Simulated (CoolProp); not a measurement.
A closed Brayton cycle with nitrogen: compressor inlet 330.15 K and 1.7 MPa, high pressure 3.89 MPa, turbine inlet 920 K, compressor efficiency 0.8, turbine efficiency 0.9, recuperator effectiveness 0 (on enthalpy, no pinch check). Each further row changes one setting.

Values from CoolProp's reference Helmholtz-energy equation of state, Span 2000.

```tsv
case	thermal efficiency (%)	net work (kJ/kg)	compressor to turbine work	compressor exit (K)	turbine exit (K)
as stated	13.1	69.6	0.62	440.4	758.2
turbine inlet 870 K	12.6	59.4	0.66	440.4	___
compressor inlet 340.15 K	12.8	___	___	___	758.2
high pressure 3.31 MPa	11.0	___	___	___	787.5
recuperator effectiveness 0.5	19.4	69.6	0.62	440.4	758.2
```

Problem. What belongs in the gaps?

Solution. 
- turbine inlet 870 K, turbine exit (K): 715.6
- compressor inlet 340.15 K, net work (kJ/kg): 66.0
- compressor inlet 340.15 K, compressor to turbine work: 0.64
- compressor inlet 340.15 K, compressor exit (K): 453.6
- high pressure 3.31 MPa, net work (kJ/kg): 61.3
- high pressure 3.31 MPa, compressor to turbine work: 0.60
- high pressure 3.31 MPa, compressor exit (K): 416.8
